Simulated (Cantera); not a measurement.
A Cantera script and what it prints.

```python
import numpy as np
import cantera as ct

gas_names = [...]  # 62 gases of nasa_gas.yaml made of B, F, H, N, O
cond_names = """
    B(b) B(L) BN(s) B2O3(L) B3O3H3(cr) H2O(s) H2O(L)
""".split()


# ... load() reads the species with a 1 bar reference pressure and builds the phases ...
atoms = {
    'BN': {'B': 1, 'N': 1},
    'O2': {'O': 2},
    'HF': {'H': 1, 'F': 1},
}
top_T = {'BN(s)': 3200}  # K; cautious upper limits of use, not melting points


# ... equilibrate(T, P, feed) seeds the gas with the atoms and calls Mixture.equilibrate('TP', solver="vcs", rtol=1e-11, max_steps=5000) ...
results = []
feed = {'BN': 1, 'O2': 10, 'HF': 12}  # mol
P = 2300  # Pa
for T in [1223, 1323, 1423, 1523, 1623, 1723, 1823, 1923]:
    mix = equilibrate(T, P, feed)
    results.append((T, P, feed, dict(zip(mix.species_names, mix.species_moles))))

top = {s: max(r[3][s] / sum(r[3][g] for g in gas_names) for r in results) for s in gas_names}
cols = sorted((s for s in top if top[s] > 1e-06), key=lambda s: -top[s])[:9]
seen = [c for c in cond_names if any(r[3].get(c, 0) > 1e-12 for r in results)]
print("log10 of partial pressures in bar; condensed amounts in mol")
print(f"{'T/K':>10s}" + "".join(f"{s[:9]:>10s}" for s in cols + seen))
for T, P, feed, n in results:
    ng = sum(n[g] for g in gas_names)
    print(f"{T:10.4g}" + "".join(f"{np.log10(max(n[s] / ng * P / 1e5, 1e-99)):10.3f}" for s in cols)
          + "".join(f"{n.get(c, 0):10.4g}" for c in seen))
```

Output:

```
log10 of partial pressures in bar; condensed amounts in mol
       T/K        HF        O2       H2O       BF3       BOF        N2        OH         O        NO
      1223    -2.009    -2.000    -2.798    -2.978    -4.559    -3.268    -6.620    -8.394    -5.877
      1323    -2.002    -2.002    -2.831    -3.025    -3.899    -3.270    -6.112    -7.576    -5.584
      1423    -1.987    -2.006    -2.908    -3.144    -3.475    -3.275    -5.700    -6.874    -5.335
      1523    -1.971    -2.011    -3.014    -3.336    -3.241    -3.281    -5.361    -6.264    -5.120
      1623    -1.959    -2.015    -3.117    -3.578    -3.118    -3.287    -5.070    -5.728    -4.931
      1723    -1.952    -2.018    -3.198    -3.855    -3.056    -3.291    -4.807    -5.254    -4.764
      1823    -1.948    -2.020    -3.254    -4.147    -3.024    -3.296    -4.564    -4.831    -4.615
      1923    -1.946    -2.021    -3.290    -4.439    -3.010    -3.301    -4.340    -4.452    -4.482
```

These are equilibrium values from Cantera (NASA tables, ideal gas, pure condensed phases), not measurements of a reactor. Gases not in the tables: H3BO3.
